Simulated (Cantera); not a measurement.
An adiabatic, constant-volume homogeneous reactor starts with CO : H₂ : O₂ : N₂ = 1 : 0.038 : 0.775 : 2.91 (molar parts), equivalence ratio 0.67, at 1748 K and 1.00 bar.

Detailed kinetics in Cantera: GRI-Mech 3.0 (53 species, 325 reactions).

Q: Predict: time of steepest temperature rise; temperature at 5.00 s; equilibrium temperature; x(CO) at 5.00 s; x(H₂) at 5.00 s; x(O₂) at 5.00 s; x(N₂O) at 5.00 s; x(CO₂) at 5.00 s.

A: 
| Quantity | Result |
|---|---|
| time of steepest temperature rise | 58.8 µs |
| temperature at 5.00 s | 2848 K |
| equilibrium temperature | 2848 K |
| x(CO) at 5.00 s | 0.0792 (gas-phase equilibrium 0.0792) |
| x(H₂) at 5.00 s | 0.000354 (gas-phase equilibrium 0.000354) |
| x(O₂) at 5.00 s | 0.0782 (gas-phase equilibrium 0.0782) |
| x(N₂O) at 5.00 s | 1.37e-6 (gas-phase equilibrium 1.37e-6) |
| x(CO₂) at 5.00 s | 0.147 (gas-phase equilibrium 0.147) |
